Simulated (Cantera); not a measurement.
Feed: 1 mol SiHCl3, 0.096 mol HCl, 68 mol N2, at 1823 K and 6.20 mbar.

Cantera equilibrium calculation (NASA polynomials, part measured and part estimated; ideal gas, pure solids and liquids). Candidate condensed phases: NH4Cl, Si, Si3N4; 28 gas species. The tables' values for SiCl3, SiCl are old estimates; treat these amounts as uncertain. The numbers say what is thermodynamically allowed, not how fast it happens.

Base state: N2 0.969, SiCl2 0.0140, HCl 0.0136, Cl 0.00187, H2 0.000930, SiCl3 0.000224, H 0.000168, SiCl 4.44e-5 (mole fractions); condensed: gas only.

Task: What changes in the equilibrium state with this change: temperature from 1823 K to 1425 K?

Result: 
| species | before | after |
|---|---|---|
| N2 | 0.969 | 0.972 |
| HCl | 0.0136 | 0.0141 |
| SiCl2 | 0.0140 | 0.0104 |
| Cl | 0.00187 | 3.52e-5 |
| Si | 1.67e-5 | 3.64e-9 |
| SiCl | 4.44e-5 | 2.03e-7 |
| SiCl4 | 5.55e-6 | 0.00107 |
| H | 0.000168 | 2.46e-6 |
| SiCl3 | 0.000224 | 0.00169 |
| Si3N4(s), mol | 0 | 0.0263 |
N2 is the only nitrogen source here; it is nearly inert below about 1500 K, so the nitride shown seldom forms there in practice. The tables' values for SiCl3 are old estimates; treat these amounts as uncertain.
